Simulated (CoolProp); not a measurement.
A single-stage vapour-compression cycle with the fluid: evaporating at 198.15 K (dew point), condensing at 267.15 K (bubble point), superheat 5 K, subcooling 8 K, compressor efficiency 0.9, no pressure losses. The same conditions are run with several fluids, on thermodynamics alone (safety and materials aside).

Values from CoolProp's reference Helmholtz-energy equation of state of each fluid (hydrogen sulfide: Lemmon 2006; R125: Lemmon 2005; CH3F (R41): Lemmon 2006; C2F6 (R116): Lemmon 2006; C3F8 (R218): Lemmon 2006; fluoroethane (R161): Wu 2012).

```tsv
fluid	cooling COP	pressure ratio	discharge temperature (K)	refrigerating effect (kJ/kg)	volumetric capacity (kJ/m³)
hydrogen sulfide	1.90	19.1	439.8	445	411
R125	1.94	25.3	293.9	112	176
CH3F (R41)	1.85	14.2	385.8	355	907
C2F6 (R116)	1.56	13.2	275.7	54.4	556
C3F8 (R218)	1.75	28.3	267.2	62.4	84.3
fluoroethane (R161)	2.04	28.8	352.3	348	123
```

The compression ends wet for: C3F8 (R218).
